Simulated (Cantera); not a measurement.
A Cantera script and what it prints.

```python
import numpy as np
import cantera as ct

gas_names = """
    CL CLO CL2 Fe FeCL FeCL2 FeCL3 FeO Fe2CL4 Fe2CL6 N NO NO2 NO3 N2 N2O O O2 O3
""".split()
cond_names = """
    Fe(a) Fe(c) Fe(d) Fe(L) FeCL2(s) FeCL2(L) FeCL3(s) FeCL3(L) FeO(s) FeO(L) Fe2O3(s) Fe3O4(s)
""".split()


def load(file, names, dense=False):
    # The tables refer to 1 bar. Condensed volumes are neglected.
    table = {s.name: s for s in ct.Species.list_from_file(file)}
    out = []
    for n in names:
        d = dict(table[n].input_data)
        d["thermo"] = dict(d["thermo"], **{"reference-pressure": 1e5})
        if dense:
            d["equation-of-state"] = {"model": "constant-volume", "density": "1e6 g/cm^3"}
        out.append(ct.Species.from_dict(d))
    return out


gas = ct.Solution(thermo="ideal-gas", species=load("nasa_gas.yaml", gas_names))
cond = {s.name: ct.Solution(thermo="fixed-stoichiometry", species=[s], name=s.name)
        for s in load("nasa_condensed.yaml", cond_names, dense=True)}
atoms = {
    'FeCl3': {'Fe': 1, 'CL': 3},
    'O2': {'O': 2},
    'N2': {'N': 2},
}
top_T = {'Fe2O3(s)': 1830, 'Fe3O4(s)': 1870}  # K; cautious upper limits of use, not melting points


def equilibrate(T, P, feed):
    n = {}
    for name, mol in feed.items():
        for a, k in atoms[name].items():
            n[a] = n.get(a, 0.0) + k * mol
    gas.TPX = T, P, n
    mass = sum(n.values()) * gas.mean_molecular_weight
    gas.equilibrate("TP")
    valid = [c for c in cond.values() if c.min_temp <= T <= top_T.get(c.name, c.max_temp)]
    mix = ct.Mixture([(gas, mass / gas.mean_molecular_weight)] + [(c, 0.0) for c in valid])
    mix.T, mix.P = T, P
    mix.equilibrate("TP", solver="vcs", rtol=1e-11, max_steps=5000)
    return mix


results = []
T = 1773  # K
P = 6400  # Pa
for m in [0.74, 1.1, 1.6, 2.4, 3.6, 5.3, 7.9, 12]:
    feed = {'FeCl3': 1, 'O2': 0.094, 'N2': m}  # mol
    mix = equilibrate(T, P, feed)
    results.append((T, P, feed, dict(zip(mix.species_names, mix.species_moles))))

top = {s: max(r[3][s] / sum(r[3][g] for g in gas_names) for r in results) for s in gas_names}
cols = sorted((s for s in top if top[s] > 0.001), key=lambda s: -top[s])[:7]
seen = [c for c in cond_names if any(r[3].get(c, 0) > 1e-12 for r in results)]
print("log10 of partial pressures in bar; condensed amounts in mol")
print(f"{'n(N2)':>10s}" + "".join(f"{s[:9]:>10s}" for s in cols + seen))
for T, P, feed, n in results:
    ng = sum(n[g] for g in gas_names)
    print(f"{feed['N2']:10.4g}" + "".join(f"{np.log10(max(n[s] / ng * P / 1e5, 1e-99)):10.3f}" for s in cols)
          + "".join(f"{n.get(c, 0):10.4g}" for c in seen))
```

Output:

```
log10 of partial pressures in bar; condensed amounts in mol
     n(N2)        N2     FeCL2        CL       CL2        O2     FeCL3        NO
      0.74    -1.748    -1.638    -1.790    -2.468    -2.651    -2.934    -4.230
       1.1    -1.633    -1.693    -1.833    -2.554    -2.709    -3.032    -4.202
       1.6    -1.538    -1.759    -1.886    -2.659    -2.779    -3.151    -4.190
       2.4    -1.453    -1.847    -1.957    -2.801    -2.871    -3.310    -4.193
       3.6    -1.384    -1.952    -2.044    -2.975    -2.981    -3.502    -4.214
       5.3    -1.333    -2.067    -2.141    -3.170    -3.101    -3.714    -4.248
       7.9    -1.293    -2.198    -2.256    -3.399    -3.237    -3.960    -4.296
        12    -1.262    -2.347    -2.390    -3.668    -3.392    -4.243    -4.358
```

Method: chemical equilibrium by Gibbs-energy minimisation in Cantera with the NASA 1993 tables (ideal gas, pure condensed phases).
